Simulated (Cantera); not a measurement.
## Ignition delay

Mixture: CH₄ : CO : O₂ : N₂ : CO₂ = 1 : 0.23 : 1.92 : 13.5 : 1.9 (molar parts), equivalence ratio 1.1, at 825 Torr, adiabatic and at constant volume. Ignition delay is the time to a rise of 400 K.

Computed with Cantera and GRI-Mech 3.0 (53 species, 325 reactions).

```
T0 (K)  delay (ms)
------  ----------
1100           511
1150           230
1200           108
1250          52.2
1300          26.1
1350          13.5
1400          7.14
1450          3.91
1500          2.22
```

```
Quantity                                                Result
--------------------------------------------------  ----------
apparent activation energy between 1400 and 1500 K  200 kJ/mol
```
